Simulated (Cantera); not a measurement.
Charge: 1 mol Si, 5.4 mol Br2, 5.8 mol HBr, held at 7.50 Torr.

Method: chemical equilibrium by Gibbs-energy minimisation in Cantera with the NASA 1993 tables (ideal gas, pure condensed phases). Candidate condensed phases: Br2, Si; 19 gas species. The tables' values for SiBr3 are old estimates; treat these amounts as uncertain. Rates play no part.

x: gas mole fraction; nothing condenses.

```csv
T (K),x HBr,x Br,x Br2,x SiBr4,x SiBr2
650,0.569,5.97e-5,0.333,0.0980,<1e-12
800,0.568,0.00175,0.332,0.0980,<1e-12
950,0.564,0.0175,0.322,0.0972,3.38e-12
1100,0.544,0.0879,0.275,0.0937,3.02e-9
1250,(withheld),(withheld),(withheld),(withheld),(withheld)
1400,0.451,(withheld),(withheld),(withheld),(withheld)
1550,0.424,0.486,0.0158,0.0616,0.00664
1700,0.378,0.548,0.00512,0.0108,0.0482
```

Question: Some entries are withheld; supply them.

Answer: 
- 1400, x Br: 0.412
- 1400, x Br2: 0.0592
- 1400, x SiBr4: 0.0772
- 1400, x SiBr2: 9.34e-5
- 1250, x HBr: 0.498
- 1250, x Br: 0.249
- 1250, x Br2: 0.167
- 1250, x SiBr4: 0.0858
- 1250, x SiBr2: 7.08e-7
